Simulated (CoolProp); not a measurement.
Vapour-liquid equilibrium of ethanol (1) + toluene (2) at 330.8 K; x and y are mole fractions of (1).

Computed with CoolProp (multi-fluid Helmholtz-energy mixture model, Schroeder 2014 and Lemmon 2006; pair parameters Bell 2016).

```json
[
 {"x": "0.05", "bubble pressure, mixture model (bar)": "0.2779", "bubble pressure, Raoult's law (bar)": "0.1813", "y, mixture model": "0.416", "y, Raoult's law": "0.116"},
 {"x": "0.15", "bubble pressure, mixture model (bar)": "0.3943", "bubble pressure, Raoult's law (bar)": "0.2065", "y, mixture model": "0.614", "y, Raoult's law": "0.305"},
 {"x": "0.25", "bubble pressure, mixture model (bar)": "0.4393", "bubble pressure, Raoult's law (bar)": "0.2317", "y, mixture model": "0.668", "y, Raoult's law": "0.454"},
 {"x": "0.35", "bubble pressure, mixture model (bar)": "0.4544", "bubble pressure, Raoult's law (bar)": "0.2568", "y, mixture model": "0.686", "y, Raoult's law": "0.573"},
 {"x": "0.45", "bubble pressure, mixture model (bar)": "0.4590", "bubble pressure, Raoult's law (bar)": "0.2820", "y, mixture model": "0.694", "y, Raoult's law": "0.671"},
 {"x": "0.55", "bubble pressure, mixture model (bar)": "0.4617", "bubble pressure, Raoult's law (bar)": "0.3071", "y, mixture model": "0.700", "y, Raoult's law": "0.753"},
 {"x": "0.65", "bubble pressure, mixture model (bar)": "0.4647", "bubble pressure, Raoult's law (bar)": "0.3323", "y, mixture model": "0.713", "y, Raoult's law": "0.822"},
 {"x": "0.75", "bubble pressure, mixture model (bar)": "0.4662", "bubble pressure, Raoult's law (bar)": "0.3575", "y, mixture model": "0.742", "y, Raoult's law": "0.882"},
 {"x": "0.85", "bubble pressure, mixture model (bar)": "0.4607", "bubble pressure, Raoult's law (bar)": "0.3826", "y, mixture model": "0.801", "y, Raoult's law": "0.934"},
 {"x": "0.95", "bubble pressure, mixture model (bar)": "0.4398", "bubble pressure, Raoult's law (bar)": "0.4078", "y, mixture model": "0.912", "y, Raoult's law": "0.979"}
]
```

The largest gap from Raoult's law is +90.9 % in bubble pressure, at x = 0.15. y crosses x between x = 0.65 and 0.75: the model has an azeotrope there.

The pair parameters rest on a limited set of measurements; away from them the model extrapolates. With so large a gap from Raoult's law the liquid may split in two, which this calculation doesn't test in full.
